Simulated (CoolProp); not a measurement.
Vapour-liquid equilibrium of R227EA (1) + isobutane (2) at 69.55 °C; x and y are mole fractions of (1).

Model: multi-fluid Helmholtz-energy mixture model, Lemmon 2016 and Bücker 2006; pair parameters Bell 2016, in CoolProp.

**Question.** Give the bubble pressure and the first vapour's composition at x = 0.05, 0.5, 0.95. Is there an azeotrope?

**Answer.** x = 0.05: 1.212 MPa, y = 0.126; x = 0.5: 1.685 MPa, y = 0.543; x = 0.95: 1.535 MPa, y = 0.928. y crosses x between x = 0.575 and 0.65: the model has an azeotrope there.

Pair parameters are fitted to limited data, so mixtures are less certain than the pure fluids.
